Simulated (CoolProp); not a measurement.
Computed with CoolProp (reference Helmholtz-energy equation of state, Lemmon 2009).

Task: For propane, give the phase and the cv (kJ/(kg K)), isothermal compressibility (1/MPa), fugacity coefficient at -133.95 °C and 5830 kPa; -50.65 °C and 5830 kPa; 53.35 °C and 5830 kPa.

Result: 
- -133.95 °C and 5830 kPa: liquid; cv 1.34, isothermal compressibility 0.000672, fugacity coefficient 1.68e-5
- -50.65 °C and 5830 kPa: liquid; cv 1.43, isothermal compressibility 0.00160, fugacity coefficient 0.0144
- 53.35 °C and 5830 kPa: liquid; cv 1.78, isothermal compressibility 0.00883, fugacity coefficient 0.285
